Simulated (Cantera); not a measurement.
A Cantera script and what it prints.

```python
import numpy as np
import cantera as ct

gas_names = """
    H2 H2S
""".split()
cond_names = """
    NiS2(s) NiS2(L) NiS(b) NiS(a) NiS(L)
""".split()


# ... load() reads the species with a 1 bar reference pressure and builds the phases ...
species = {s.name: s for s in load("nasa_gas.yaml", gas_names) + load("nasa_condensed.yaml", cond_names)}
# Each term lists the table entries of one substance; the one whose range holds T is used.
reactions = {
    'NiS2 + H2(g) = H2S(g) + NiS':
        [(-1, ['NiS2(s)', 'NiS2(L)']), (-1, ['H2']), (1, ['H2S']), (1, ['NiS(b)', 'NiS(a)', 'NiS(L)'])],
}


def pick(names, T):
    return next(species[n] for n in names if species[n].thermo.min_temp <= T <= species[n].thermo.max_temp)


results = []
for label, terms in reactions.items():
    print(label)
    print("     T/K   dH/kJ  dS/(J/K)   dG/kJ   log10 K")
    for T in [300, 2398, 2423, 2448, 2473, 2498, 2523, 2548, 2573, 2598, 2623, 2648]:
        used = [(nu, pick(names, T)) for nu, names in terms]
        dH = sum(nu * s.thermo.h(T) for nu, s in used) / 1e6
        dS = sum(nu * s.thermo.s(T) for nu, s in used) / 1e3
        dG = dH - T * dS / 1e3
        logK = -dG * 1e6 / (ct.gas_constant * T * np.log(10))
        results.append((label, T, dH, dS, dG, logK, [s.name for _, s in used]))
        print(f"{T:8g} {dH:8.1f} {dS:8.1f} {dG:8.1f} {logK:8.2f}")
```

Result:

```
NiS2 + H2(g) = H2S(g) + NiS
     T/K   dH/kJ  dS/(J/K)   dG/kJ   log10 K
     300     23.0     56.0      6.2    -1.08
    2398     -9.6     25.0    -69.6     1.52
    2423     -9.4     25.1    -70.3     1.51
    2448     -9.3     25.2    -70.9     1.51
    2473     -9.1     25.2    -71.5     1.51
    2498     -8.9     25.3    -72.2     1.51
    2523     -8.8     25.4    -72.8     1.51
    2548     -8.6     25.4    -73.4     1.51
    2573     -8.4     25.5    -74.1     1.50
    2598     -8.3     25.6    -74.7     1.50
    2623     -8.1     25.6    -75.3     1.50
    2648     -7.9     25.7    -76.0     1.50
```

Cantera with NASA thermochemical tables; ideal gases at 1 bar, condensed phases pure. Condensed species are held in their standard states even where they would react or evaporate.
